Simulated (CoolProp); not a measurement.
Properties of octamethylcyclotetrasiloxane (D4) along the isotherm 620 K (Tc = 586.5 K, pc = 13.47 bar, ω = 0.598).

Computed with CoolProp (reference Helmholtz-energy equation of state, Thol 2015).

```csv
p (bar),phase,Z,Joule-Thomson coefficient (K/MPa),expansivity (1/kK)
7.48,gas,[?],9.439,[?]
15,supercritical,0.5923,[?],10.11
22.5,supercritical,0.3576,9.515,17.85
29.9,supercritical,0.3746,[?],7.435
37.4,supercritical,0.4294,1.683,4.901
44.9,supercritical,0.4896,1.096,[?]
52.4,supercritical,0.5509,0.7733,3.207
59.9,supercritical,0.6123,0.5680,2.807
67.4,supercritical,0.6733,0.4252,2.521
```

**Question.** Some entries are withheld; supply them.

**Answer.** 
- 7.48, Z: 0.8246
- 7.48, expansivity (1/kK): 3.288
- 15, Joule-Thomson coefficient (K/MPa): 15.06
- 29.9, Joule-Thomson coefficient (K/MPa): 3.108
- 44.9, expansivity (1/kK): 3.819
